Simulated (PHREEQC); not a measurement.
1 kg of water holding 47 mmol/kgw CaCl2 and 100 mmol/kgw NaCl meets 20 L of dry gas (H2S 1 by moles) at fixed total pressure, at 80 °C; fugacities by Peng-Robinson. The gases take part in no redox reaction, some water evaporates into the gas, and hydrates or a liquid gas phase aren't modelled. No solid was allowed to form.

The numbers come from PHREEQC with the ion-association model, phreeqc.dat.

| P (atm) | dissolved H2S (mol/kgw) | φ of H2S | pH |
|---|---|---|---|
| 1 | 0.0206 | 0.996 | 4.09 |
| 2 | [?] | 0.990 | 3.86 |
| 3 | [?] | 0.985 | 3.75 |
| 5 | 0.169 | 0.975 | 3.63 |
| 7.5 | [?] | 0.963 | 3.53 |
| 10 | [?] | 0.950 | [?] |
| 15 | 0.508 | 0.926 | 3.39 |

Problem. Some entries are withheld; supply them.

Solution. 
- 2, dissolved H2S (mol/kgw): 0.0585
- 3, dissolved H2S (mol/kgw): 0.0959
- 7.5, dissolved H2S (mol/kgw): 0.258
- 10, dissolved H2S (mol/kgw): 0.344
- 10, pH: 3.47

Constants without temperature data keep their 25 °C values here.
